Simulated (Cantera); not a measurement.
## Oxide etching and cleaning by halides: CaO + HF + H₂

Feed: 1 mol CaO, 12 mol HF, 0.88 mol H₂, equilibrated at 2600 Pa.

Equilibrium computed with Cantera from the NASA thermochemical tables; the gas is ideal and each condensed phase is pure. Candidate condensed phases: Ca, CaF₂, CaO, Ca(OH)₂, H₂O; 29 gas species. The numbers say what is thermodynamically allowed, not how fast it happens.

From 427 °C to 1327 °C the condensed part is CaF₂(s). At 1427 °C the condensed part is CaF₂(l).

| T (°C) | x HF | x H₂O | x H₂ | x CaF₂ | n CaF₂(s) | n CaF₂(l) |
|---|---|---|---|---|---|---|
| 427 | 0.842 | 0.0842 | 0.0741 | <1e-12 | 1.00 | 0 |
| 527 | 0.842 | 0.0842 | 0.0741 | <1e-12 | 1.00 | 0 |
| 627 | 0.842 | 0.0842 | 0.0741 | <1e-12 | 1.00 | 0 |
| 727 | 0.842 | 0.0842 | 0.0741 | 4.87e-12 | 1.00 | 0 |
| 827 | 0.842 | 0.0842 | 0.0741 | 4.95e-10 | 1.00 | 0 |
| 927 | 0.842 | 0.0842 | 0.0741 | 2.26e-8 | 1.00 | 0 |
| 1027 | 0.842 | 0.0842 | 0.0741 | 5.54e-7 | 1.000 | 0 |
| 1127 | 0.842 | 0.0842 | 0.0741 | 8.38e-6 | 1.000 | 0 |
| 1227 | 0.842 | 0.0842 | 0.0741 | 8.39e-5 | 0.999 | 0 |
| 1327 | 0.841 | 0.0841 | 0.0740 | 0.000606 | 0.993 | 0 |
| 1427 | 0.839 | 0.0839 | 0.0737 | 0.00333 | 0 | 0.960 |
x: gas mole fraction; n: condensed amount in mol.
